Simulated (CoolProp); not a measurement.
Values from CoolProp's reference Helmholtz-energy equation of state, Akasaka 2023.

Problem. For R1224YDZ, give the phase and the cp (kJ/(kg K)), speed of sound (m/s), Joule-Thomson coefficient (K/MPa), fugacity coefficient at 188.85 °C and 1110 kPa.

Solution. 
- 188.85 °C and 1110 kPa: gas; cp 1.05, speed of sound 152, Joule-Thomson coefficient 8.12, fugacity coefficient 0.913
